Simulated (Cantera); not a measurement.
**Equilibrium for carbothermic reduction: MgO + CO + CH₄**

A closed system holds: 1 mol MgO, 3.5 mol CO, 0.82 mol CH₄, held at 873 K and 1 atm.

Method: chemical equilibrium by Gibbs-energy minimisation in Cantera with the NASA 1993 tables (ideal gas, pure condensed phases). Candidate condensed phases: C, C₆H₆, C₇H₈, C₈H₁₈, H₂O, Mg, MgCO₃, MgO, Mg(OH)₂; 116 gas species. Equilibrium is a limit: real reactors are often held back by kinetics, nucleation or transport.

| Property | Result |
|---|---|
| x(CO₂) | 0.352 |
| x(H₂) | 0.253 |
| x(H₂O) | 0.191 |
| x(CO) | 0.175 |
| x(CH₄) | 0.0291 |
| n(C(graphite)) | 2.50 mol |
| n(MgO(s)) | 1.00 mol |
| gas amount | 3.269 mol |
| log10 activity of MgCO₃(s) (absent) | -2.41 |
| log10 activity of Mg(s) (absent) | -18.29 |
